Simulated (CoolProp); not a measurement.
A closed Brayton cycle with dry air: compressor inlet 323.15 K and 1.2 MPa, high pressure 3.7 MPa, turbine inlet 840 K, compressor efficiency 0.85, turbine efficiency 0.9, recuperator effectiveness 0 (on enthalpy, no pinch check). Each further row changes one setting.

Model: reference Helmholtz-energy equation of state, Lemmon 2000, in CoolProp. It is a pseudo-pure fit of the blend.

```json
[
 {"case": "as stated", "thermal efficiency (%)": "?", "net work (kJ/kg)": "67.5", "compressor to turbine work": "0.68", "compressor exit (K)": "466.9", "turbine exit (K)": "644.9"},
 {"case": "turbine inlet 790 K", "thermal efficiency (%)": "15.8", "net work (kJ/kg)": "?", "compressor to turbine work": "0.73", "compressor exit (K)": "466.9", "turbine exit (K)": "604.9"},
 {"case": "compressor inlet 333.15 K", "thermal efficiency (%)": "?", "net work (kJ/kg)": "?", "compressor to turbine work": "0.70", "compressor exit (K)": "481.1", "turbine exit (K)": "644.9"},
 {"case": "high pressure 3.15 MPa", "thermal efficiency (%)": "?", "net work (kJ/kg)": "64.6", "compressor to turbine work": "0.65", "compressor exit (K)": "443.6", "turbine exit (K)": "?"},
 {"case": "recuperator effectiveness 0.5", "thermal efficiency (%)": "21.9", "net work (kJ/kg)": "67.5", "compressor to turbine work": "0.68", "compressor exit (K)": "466.9", "turbine exit (K)": "644.9"}
]
```

Some entries are withheld; supply them.


- as stated, thermal efficiency (%): 16.8
- turbine inlet 790 K, net work (kJ/kg): 54.6
- compressor inlet 333.15 K, thermal efficiency (%): 16.3
- compressor inlet 333.15 K, net work (kJ/kg): 62.9
- high pressure 3.15 MPa, thermal efficiency (%): 15.2
- high pressure 3.15 MPa, turbine exit (K): 669.8
